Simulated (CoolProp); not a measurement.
Vapour pressure (MPa) of tetradecamethylhexasiloxane (MD4M): the reference equation beside estimates from Tc = 653.2 K, pc = 0.8286 MPa, ω = 0.800.

Values from CoolProp's reference Helmholtz-energy equation of state, Thol 2019.

```tsv
T (K)	reference	Redlich-Kwong	Peng-Robinson
354.6	9.422e-5	0.005460	0.0001461
360.7	0.0001415	0.006706	0.0002104
366.9	0.0002098	0.008192	0.0003003
373.1	0.0003057	0.009924	0.0004222
379.3	0.0004378	0.01193	0.0005854
385.4	0.0006137	0.01419	0.0007970
391.6	0.0008521	0.01682	0.001077
397.8	0.001166	0.01980	0.001438
403.9	0.001568	0.02312	0.001891
410.1	0.002091	0.02689	0.002471
```

Absolute difference from the reference over all 10 rows, mean and median: Redlich-Kwong 2815.5 and 2418.6 %, Peng-Robinson 33.7 and 31.8 %.
